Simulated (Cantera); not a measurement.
Charge: 1 mol SiCl₄, 1.5 mol HCl, 65 mol H₂, 0.067 mol Cl₂, held at 925 °C and 1.80 mbar.

These are equilibrium values from Cantera (NASA tables, ideal gas, pure condensed phases), not measurements of a reactor. Candidate condensed phases: Si; 19 gas species. The tables' values for SiCl₃ are old estimates; treat these amounts as uncertain. Equilibrium is a limit: real reactors are often held back by kinetics, nucleation or transport.

Base state: H₂ 0.930, HCl 0.0597, SiCl₂ 0.00902, SiCl₃ 0.000687, SiCl₄ 0.000462, SiHCl₃ 0.000194, SiH₂Cl₂ 1.06e-5 (mole fractions); condensed: Si(s).

**Question.** What changes in the equilibrium state with this change: SiCl₄ replaced by Si₃H₈?

**Answer.** 
```json
[
 {"species": "H₂", "before": "0.930", "after": "0.978"},
 {"species": "HCl", "before": "0.0597", "after": "0.0209"},
 {"species": "SiCl₂", "before": "0.00902", "after": "0.00105"},
 {"species": "SiCl₄", "before": "0.000462", "after": "6.30e-6"},
 {"species": "SiCl₃", "before": "0.000687", "after": "2.74e-5"},
 {"species": "Si(s), mol", "before": "0.289", "after": "2.92"}
]
```
The feed counts by its element totals alone.
